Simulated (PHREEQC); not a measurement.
A made-up water analysis in mg/L, 25 °C, pH 5.96, pe 0.2: Na 50; K 0.628; Ca 22.3; Mg 4.96; Cl 53.6; S(6) as SO4 62.4; Alkalinity as HCO3 50.8; Si as SiO2 0.035.

Na is adjusted to close the charge balance.
Valence states are taken as typed.

Computed with PHREEQC (ion-association model, wateq4f.dat).

Question: The ionic strength comes out as 0.00484 mol/kgw. What activity coefficients do MgHCO3+, H+, Cl-, K+, Mg+2 get?

Answer: MgHCO3+ 0.93, H+ 0.94, Cl- 0.93, K+ 0.93, Mg+2 0.75.

No solid was allowed to form.
